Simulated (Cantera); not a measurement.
## Stirred combustor or abatement burner

A perfectly stirred reactor is fed with 24.7 % H2, 15.8 % O2, 59.5 % N2, at 188 Torr; it is adiabatic with a 798 K inlet, and is followed from long to short residence time, starting on the burning branch (τ in s: 0.095, 0.035, 0.013, 0.0048, 0.0018, 0.00066, 0.00025, 9.1e-05, 3.4e-05, 1.2e-05).

Cantera simulation using the H2/O2 subset of GRI-Mech 3.0, which has no nitrogen chemistry; the numbers are that mechanism's predictions, not measurements.

| τ (s) | T (K) | x H2 | x O2 | x HO2 | x H2O2 | x O |
|---|---|---|---|---|---|---|
| 0.095 | 2393 | 0.0110 | 0.0394 | 3.41e-6 | 1.33e-7 | 0.00406 |
| 0.035 | 2364 | 0.0127 | 0.0398 | 3.14e-6 | 1.15e-7 | 0.00480 |
| 0.013 | 2290 | 0.0168 | 0.0411 | 2.85e-6 | 9.82e-8 | 0.00667 |
| 0.0048 | 2153 | 0.0230 | 0.0436 | 3.20e-6 | 1.13e-7 | 0.0101 |
| 0.0018 | 1973 | 0.0291 | 0.0472 | 4.60e-6 | 1.88e-7 | 0.0143 |
| 0.00066 | 1768 | 0.0334 | 0.0517 | 6.89e-6 | 4.11e-7 | 0.0182 |
| 0.00025 | 1566 | 0.0371 | 0.0575 | 1.00e-5 | 9.33e-7 | 0.0200 |
| 9.1e-5 | 1358 | 0.0512 | 0.0696 | 1.56e-5 | 1.68e-6 | 0.0175 |
| 3.4e-5 | 798 | 0.247 | 0.158 | <1e-12 | <1e-12 | <1e-12 |
| 1.2e-5 | 798 | 0.247 | 0.158 | <1e-12 | <1e-12 | <1e-12 |
x: mole fraction; the columns are a selection and need not sum to one.
